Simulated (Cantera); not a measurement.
Charge: 1 mol AlN, a varied amount of H2O, 0.74 mol N2, equilibrated at 1725 K and 0.100 bar.

Equilibrium computed with Cantera from the NASA thermochemical tables; the gas is ideal and each condensed phase is pure. Candidate condensed phases: Al, AlN, Al2O3, H2O; 35 gas species. Mutual solubility and eutectic melting of coexisting phases are not modelled. Gases not in the tables: Al(OH)3. Kinetics and transport are ignored.

Which condensed phases are stable at each of these points (n(H2O) (mol)): 0.22, 0.32, 0.45, 0.65, 0.92, 1.3, 1.9, 2.7?


| n(H2O) (mol) | condensed phases | Al condensed (%) |
|---|---|---|
| 0.22 | AlN(s) + Al2O3(s) | 100.0 |
| 0.32 | AlN(s) + Al2O3(s) | 100.0 |
| 0.45 | AlN(s) + Al2O3(s) | 100.0 |
| 0.65 | AlN(s) + Al2O3(s) | 100.0 |
| 0.92 | AlN(s) + Al2O3(s) | 100.0 |
| 1.3 | AlN(s) + Al2O3(s) | 100.0 |
| 1.9 | Al2O3(s) | 100.0 |
| 2.7 | Al2O3(s) | 100.0 |

From 0.22 mol H2O to 1.3 mol H2O the condensed part is AlN(s) + Al2O3(s). From 1.9 mol H2O to 2.7 mol H2O the condensed part is Al2O3(s).
